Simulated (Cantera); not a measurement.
Silicon carbide growth: CH3SiH3 + C2H2 + H2

Charge: 1 mol CH3SiH3, 0.011 mol C2H2, 5 mol H2, held at 180 Torr.

Method: chemical equilibrium by Gibbs-energy minimisation in Cantera with the NASA 1993 tables (ideal gas, pure condensed phases). Candidate condensed phases: C, C6H6, C7H8, C8H18, Si, SiC; 87 gas species. The feed counts by its element totals alone. The numbers say what is thermodynamically allowed, not how fast it happens.

```
T (K)   x H2     x CH4       x H  x C2H2 (acetylene)     x CH3  n SiC(s)  n C(graphite)
-----  -----  --------  --------  ------------------  --------  --------  -------------
950    0.997   0.00275   1.13e-9            1.30e-12  5.22e-11      1.00              0
1050   0.997   0.00275   1.65e-8            1.67e-10  8.13e-10      1.00              0
1150   0.997   0.00275   1.52e-7             9.37e-9   7.86e-9      1.00              0
1250   0.997   0.00262   9.85e-7             2.51e-7   5.03e-8      1.00        0.00102
1350   0.999   0.00138   4.86e-6             1.24e-6   1.33e-7      1.00         0.0109
1450   0.999  0.000791   1.93e-5             4.87e-6   3.08e-7      1.00         0.0156
1550   0.999  0.000487   6.43e-5             1.60e-5   6.37e-7      1.00         0.0178
1650   0.999  0.000319  0.000185             4.56e-5   1.20e-6     1.000         0.0187
1750   0.999  0.000219  0.000475            0.000115   2.11e-6     1.000         0.0184
1850   0.998  0.000157   0.00110            0.000261   3.47e-6     1.000         0.0165
```
x: gas mole fraction; n: condensed amount in mol.

From 950 K to 1150 K the condensed part is SiC(s). From 1250 K to 1850 K the condensed part is C(graphite) + SiC(s).
